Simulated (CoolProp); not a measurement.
Vapour-liquid equilibrium of n-hexane (1) + dimethyl carbonate (2) at 28.95 °C; x and y are mole fractions of (1).

The numbers come from the multi-fluid Helmholtz-energy mixture model, Thol 2019 and Zhou 2011; pair parameters Bell 2016 in CoolProp.

```tsv
x	bubble pressure, mixture model (MPa)	bubble pressure, Raoult's law (MPa)	y, mixture model	y, Raoult's law
0.05	?	0.009619	0.443	0.124
0.125	0.02068	0.01074	0.610	0.278
0.2	0.02331	0.01187	0.666	0.402
0.275	0.02454	0.01300	?	0.505
0.35	0.02510	0.01412	0.703	0.592
0.425	0.02538	0.01525	0.710	0.665
0.5	?	0.01637	0.716	0.729
0.575	0.02572	0.01750	?	0.785
0.65	?	0.01862	?	0.833
0.725	0.02603	0.01975	0.753	0.876
0.8	0.02604	0.02087	0.783	0.915
0.875	0.02576	0.02200	0.832	0.950
0.95	0.02493	0.02312	?	0.981
```

### Question
Fill in the missing entries.

### Answer

- 0.05, bubble pressure, mixture model (MPa): 0.01527
- 0.275, y, mixture model: 0.691
- 0.5, bubble pressure, mixture model (MPa): 0.02556
- 0.575, y, mixture model: 0.723
- 0.65, bubble pressure, mixture model (MPa): 0.02589
- 0.65, y, mixture model: 0.735
- 0.95, y, mixture model: 0.914

The largest gap from Raoult's law is +96.4 % in bubble pressure, at x = 0.2. y crosses x between x = 0.725 and 0.8: the model has an azeotrope there.

The pair parameters rest on a limited set of measurements; away from them the model extrapolates. With so large a gap from Raoult's law the liquid may split in two, which this calculation doesn't test in full.
